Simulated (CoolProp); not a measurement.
Properties of methanol along the isobar 0.511 MPa.

Model: reference Helmholtz-energy equation of state, de Reuck 1993, in CoolProp.

```
T (K)  phase  expansivity (1/kK)  Prandtl number
-----  -----  ------------------  --------------
418.4    gas               3.274           0.996
434.4    gas               2.906           0.915
450.4    gas                 [?]           0.878
466.3    gas               2.490             [?]
482.3    gas               2.345             [?]
498.2    gas               2.222           0.831
514.2    gas               2.117           0.822
530.2    gas               2.024           0.815
546.1    gas               1.942           0.809
```

Question: Fill in the missing entries.

Answer: 
- 450.4, expansivity (1/kK): 2.669
- 466.3, Prandtl number: 0.857
- 482.3, Prandtl number: 0.842

Viscosity comes from a separate model (Xiang 2006). Thermal conductivity comes from a separate model (Sykioti 2013).
